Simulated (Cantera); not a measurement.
What does this Cantera script print?

```python
import numpy as np
import cantera as ct

gas = ct.Solution("gri30.yaml")
gas.TPX = 1450, 1000000, {'CO': 0.0025, 'O2': 0.081, 'H2O': 0.0084, 'N2': 4.7}
inlet = ct.Reservoir(gas, clone=True)

reactor = ct.IdealGasConstPressureReactor(gas, energy="off", clone=False)
exhaust = ct.Reservoir(gas, clone=True)
tau = [1.6, 0.53, 0.17, 0.055, 0.018, 0.0058, 0.0019, 0.00061, 0.0002][0]
for a, b in ((inlet, reactor), (reactor, exhaust)):
    ct.MassFlowController(a, b, mdot=lambda t: reactor.mass / tau)
net = ct.ReactorNet([reactor])
show = ['CO', 'O2', 'H2O', 'CO2', 'NO']

rows = []
print(f"{'tau/s':>10s}{'T/K':>9s}" + "".join(f"{s:>11s}" for s in show))
for tau in [1.6, 0.53, 0.17, 0.055, 0.018, 0.0058, 0.0019, 0.00061, 0.0002]:
    net.initial_time = 0.0
    net.advance(30 * tau)
    before = gas.X
    net.advance(40 * tau)
    drift = np.max(np.abs(gas.X - before) / (gas.X + 1e-9))
    rows.append([gas.T, *gas[show].X, drift])
    print(f"{tau:10.3e}{gas.T:9.1f}" + "".join(f"{x:11.3e}" for x in gas[show].X))
```

Output:

```
     tau/s      T/K         CO         O2        H2O        CO2         NO
 1.600e+00   1450.0  3.211e-06  1.665e-02  1.752e-03  5.186e-04  1.669e-07
 5.300e-01   1450.0  7.418e-06  1.665e-02  1.751e-03  5.144e-04  1.517e-07
 1.700e-01   1450.0  1.724e-05  1.665e-02  1.750e-03  5.046e-04  1.475e-07
 5.500e-02   1450.0  3.910e-05  1.666e-02  1.749e-03  4.827e-04  1.397e-07
 1.800e-02   1450.0  8.493e-05  1.668e-02  1.748e-03  4.369e-04  1.122e-07
 5.800e-03   1450.0  1.721e-04  1.673e-02  1.747e-03  3.497e-04  6.285e-08
 1.900e-03   1450.0  2.978e-04  1.679e-02  1.745e-03  2.240e-04  2.113e-08
 6.100e-04   1450.0  4.236e-04  1.685e-02  1.745e-03  9.817e-05  3.482e-09
 2.000e-04   1450.0  4.999e-04  1.689e-02  1.749e-03  2.186e-05  1.902e-10
```

Model: GRI-Mech 3.0 (53 species, 325 reactions), integrated in Cantera.
